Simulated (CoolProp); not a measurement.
Vapour-liquid equilibrium of R134a (1) + R1234yf (2) at 320.7 K; x and y are mole fractions of (1).

Model: multi-fluid Helmholtz-energy mixture model, Tillner-Roth 1994 and Lemmon 2022; pair parameters Bell 2022, in CoolProp.

| x | bubble pressure (bar) | y at the bubble point | dew pressure at overall composition x (bar) | liquid density (mol/L) |
|---|---|---|---|---|
| 0.05 | ? | ? | 12.38 | ? |
| 0.15 | 12.59 | 0.162 | 12.57 | 9.013 |
| 0.25 | ? | ? | ? | ? |
| 0.35 | ? | 0.360 | 12.83 | 9.367 |
| 0.45 | 12.90 | 0.455 | 12.90 | 9.564 |
| 0.55 | 12.91 | 0.549 | 12.91 | 9.775 |
| 0.65 | 12.88 | 0.643 | 12.87 | 10.000 |
| 0.75 | 12.80 | 0.739 | 12.79 | 10.24 |
| 0.85 | 12.67 | 0.839 | 12.66 | 10.50 |
| 0.95 | 12.50 | 0.944 | 12.48 | 10.77 |

Problem. What belongs in the gaps?

Solution. 
- 0.05, bubble pressure (bar): 12.40
- 0.05, y at the bubble point: 0.056
- 0.05, liquid density (mol/L): 8.853
- 0.25, bubble pressure (bar): 12.74
- 0.25, y at the bubble point: 0.263
- 0.25, dew pressure at overall composition x (bar): 12.72
- 0.25, liquid density (mol/L): 9.184
- 0.35, bubble pressure (bar): 12.84

y crosses x between x = 0.45 and 0.55: the model has an azeotrope there.

The pair parameters rest on a limited set of measurements; away from them the model extrapolates.
